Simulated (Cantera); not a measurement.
An isothermal, constant-pressure homogeneous reactor starts with NO : N2 = 6.7 : 17 (molar parts), at 1875 K and 0.110 bar.

Cantera simulation using GRI-Mech 3.0 (53 species, 325 reactions); the numbers are that mechanism's predictions, not measurements.

Problem. Predict: x(NO) at 80.0 s; x(O2) at 80.0 s; x(N2O) at 80.0 s; x(NO2) at 80.0 s; x(N2) at 80.0 s.

Solution. 
```json
{
 "x(NO) at 80.0 s": "0.0152 (gas-phase equilibrium 0.00452)",
 "x(O2) at 80.0 s": "0.134 (gas-phase equilibrium 0.139)",
 "x(N2O) at 80.0 s": "1.61e-7 (gas-phase equilibrium 8.89e-8)",
 "x(NO2) at 80.0 s": "8.64e-6 (gas-phase equilibrium 2.63e-6)",
 "x(N2) at 80.0 s": "0.851 (gas-phase equilibrium 0.856)"
}
```
